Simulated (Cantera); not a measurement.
A freely propagating, adiabatic, planar premixed flame of 38.7 % H2, 12.9 % O2, 48.4 % N2, unburnt at 700 K and 5.00 bar; unity-Lewis-number transport, grid criteria slope 0.08 and curve 0.16, no radiation.

Computed with Cantera and the H2/O2 subset of GRI-Mech 3.0, which has no nitrogen chemistry. The hydrogen kinetics of GRI-Mech 3.0 are dated; newer H2 mechanisms differ, most at raised pressure. Unity Lewis numbers drop preferential diffusion, which matters most where H2 and H carry the flame. Burning velocities carry a grid error of a few per cent, more on coarse grids.

Task: Predict: laminar burning velocity; thermal thickness; peak x(HO2); peak x(OH); peak x(H2O2).

Result: 
```
Item                          Value
------------------------  ---------
laminar burning velocity   798 cm/s
thermal thickness         0.0523 mm
peak x(HO2)                0.000596
peak x(OH)                   0.0126
peak x(H2O2)                2.19e-5
```
